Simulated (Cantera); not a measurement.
A closed system holds: 1 mol Ta2O5, a varied amount of CH4, 0.81 mol CO, equilibrated at 2.50 mbar.

Cantera equilibrium calculation (NASA polynomials, part measured and part estimated; ideal gas, pure solids and liquids). Candidate condensed phases: C, C6H6, C7H8, C8H18, H2O, Ta, TaC, Ta2O5; 113 gas species. Mutual solubility and eutectic melting of coexisting phases are not modelled. TaC: taken at fixed stoichiometry. Condensed phases not in the tables: Ta2C, N, O or C dissolved in the metal. Rates play no part.

**Question.** What condenses at these points (T in °C, n(CH4) in mol): (1600, 2.2); (2000, 4.5); (1850, 0.38); (1950, 0.38); (1850, 2.7); (1600, 0.38)?

**Answer.** 
```json
[
 {"T (°C)": "1600", "n(CH4) in mol": "2.2", "condensed phases": "TaC + Ta2O5", "Ta condensed (%)": "100.0"},
 {"T (°C)": "2000", "n(CH4) in mol": "4.5", "condensed phases": "Ta", "Ta condensed (%)": "87.0"},
 {"T (°C)": "1850", "n(CH4) in mol": "0.38", "condensed phases": "Ta + Ta2O5", "Ta condensed (%)": "99.7"},
 {"T (°C)": "1950", "n(CH4) in mol": "0.38", "condensed phases": "Ta + Ta2O5", "Ta condensed (%)": "98.6"},
 {"T (°C)": "1850", "n(CH4) in mol": "2.7", "condensed phases": "Ta + Ta2O5", "Ta condensed (%)": "98.4"},
 {"T (°C)": "1600", "n(CH4) in mol": "0.38", "condensed phases": "TaC + Ta2O5", "Ta condensed (%)": "100.0"}
]
```
